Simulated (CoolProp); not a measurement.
Vapour pressure (bar) of C3F8 (R218): the reference equation beside estimates from Tc = 71.9 °C, pc = 26.40 bar, ω = 0.317. Clausius-Clapeyron is anchored at 5.05 °C with a constant enthalpy of vaporisation of 16.42 kJ/mol.

Values from CoolProp's reference Helmholtz-energy equation of state, Lemmon 2006. It is a short technical equation, of lower accuracy than the large ones.

```json
[
 {"T (°C)": "-21.05", "reference": "1.961", "Lee-Kesler": "1.967", "Clausius-Clapeyron": "___", "van der Waals": "6.564", "Redlich-Kwong": "3.282", "Peng-Robinson": "1.953"},
 {"T (°C)": "-14.55", "reference": "2.508", "Lee-Kesler": "2.519", "Clausius-Clapeyron": "2.842", "van der Waals": "7.434", "Redlich-Kwong": "4.007", "Peng-Robinson": "___"},
 {"T (°C)": "-8.05", "reference": "3.163", "Lee-Kesler": "3.179", "Clausius-Clapeyron": "___", "van der Waals": "8.376", "Redlich-Kwong": "___", "Peng-Robinson": "3.150"},
 {"T (°C)": "-1.45", "reference": "3.953", "Lee-Kesler": "3.975", "Clausius-Clapeyron": "4.107", "van der Waals": "9.406", "Redlich-Kwong": "5.798", "Peng-Robinson": "3.940"},
 {"T (°C)": "5.05", "reference": "4.868", "Lee-Kesler": "4.895", "Clausius-Clapeyron": "4.868", "van der Waals": "10.50", "Redlich-Kwong": "6.866", "Peng-Robinson": "4.857"},
 {"T (°C)": "11.55", "reference": "___", "Lee-Kesler": "5.965", "Clausius-Clapeyron": "5.724", "van der Waals": "11.66", "Redlich-Kwong": "8.061", "Peng-Robinson": "5.928"},
 {"T (°C)": "18.15", "reference": "7.181", "Lee-Kesler": "7.219", "Clausius-Clapeyron": "6.698", "van der Waals": "12.93", "Redlich-Kwong": "9.412", "Peng-Robinson": "7.189"},
 {"T (°C)": "24.65", "reference": "8.593", "Lee-Kesler": "8.637", "Clausius-Clapeyron": "7.766", "van der Waals": "14.25", "Redlich-Kwong": "10.89", "Peng-Robinson": "8.619"}
]
```

**Question.** Complete the blanks.

**Answer.** 
- -21.05, Clausius-Clapeyron: 2.334
- -14.55, Peng-Robinson: 2.496
- -8.05, Clausius-Clapeyron: 3.428
- -8.05, Redlich-Kwong: 4.838
- 11.55, reference: 5.932

Absolute difference from the reference over all 8 rows, mean and median: Lee-Kesler 0.5 and 0.5 %, Clausius-Clapeyron 8.1 and 7.6 %, van der Waals 136.5 and 126.8 %, Redlich-Kwong 45.2 and 43.9 %, Peng-Robinson 0.3 and 0.3 %.
